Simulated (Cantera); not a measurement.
An isothermal, constant-pressure homogeneous reactor starts with H₂ : O₂ : N₂ : H₂O = 1.4 : 1 : 11 : 0.44 (molar parts), equivalence ratio 0.70, at 1225 K and 0.987 atm.

Cantera simulation using the H2/O2 subset of GRI-Mech 3.0, which has no nitrogen chemistry; the numbers are that mechanism's predictions, not measurements. The temperature is held fixed by assumption; the heat of reaction is taken as removed at once.

One state of this run: x H₂ = 0.000194; x O₂ = 0.0229; x H₂O₂ = 7.95e-7; x HO₂ = 5.73e-6; x OH = 0.000161; x H = 1.18e-5; x O = 2.47e-5. x: mole fraction; the columns are a selection and need not sum to one.

Q: Which value of t (s) does it belong to?
A) 0.000265
B) 0.000967
C) 0.00352
D) 7.29e-5

A: B, 0.000967
